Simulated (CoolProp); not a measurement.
The numbers come from the reference Helmholtz-energy equation of state, Span 1996 in CoolProp.

Q: Give the vapour pressure (bar), vapour density (kg/m³), vapour viscosity (µPa s) of saturated carbon dioxide at 233.3, 281.1 K.

A: 
| T (K) | p (bar) | vapour density (kg/m³) | vapour viscosity (µPa s) |
|---|---|---|---|
| 233.3 | 10.1 | 26.3 | 11.8 |
| 281.1 | 42.8 | 126 | 15.5 |

Viscosity comes from a separate model (Laesecke 2017).
